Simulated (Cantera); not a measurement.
# Ammonia decomposition in nitride growth gas

An isothermal, constant-pressure homogeneous reactor starts with 3.45 % NH₃, 96.6 % N₂, at 1325 K and 0.390 bar.

Computed with Cantera and the gas-phase N/H chemistry of the illustrative SiF4/NH3 mechanism in the Surface Chemkin manual (1991). Walls and surfaces, which speed up NH3 decomposition in real reactors, are not modelled.

```csv
t (s),x NH₃,x N₂H₂,x N,x H₂,x H,x NH₂
1.00e-6,0.0345,<1e-12,<1e-12,<1e-12,1.90e-12,1.99e-12
9.17e-6,0.0345,<1e-12,<1e-12,3.37e-12,1.45e-11,2.12e-11
8.41e-5,0.0345,<1e-12,<1e-12,1.23e-10,4.04e-11,2.87e-10
0.000771,0.0345,<1e-12,<1e-12,1.46e-9,4.12e-11,2.96e-9
0.00707,0.0345,<1e-12,<1e-12,1.37e-8,4.12e-11,2.75e-8
0.0648,0.0345,6.16e-11,<1e-12,1.34e-7,4.72e-11,2.52e-7
0.595,0.0345,5.44e-9,1.90e-12,7.82e-6,8.17e-10,2.25e-6
5.45,0.0342,1.30e-8,8.62e-11,0.000403,2.22e-8,3.32e-6
50.0,0.0325,6.67e-9,3.99e-10,0.00286,1.07e-7,2.25e-6
```
x: mole fraction; the columns are a selection and need not sum to one.

Equilibrium at this temperature and pressure: NH₃ 4.69e-7, N₂H₂ <1e-12, N <1e-12, H₂ 0.0500, H 5.89e-7, NH₂ 1.03e-11 (gas phase only).
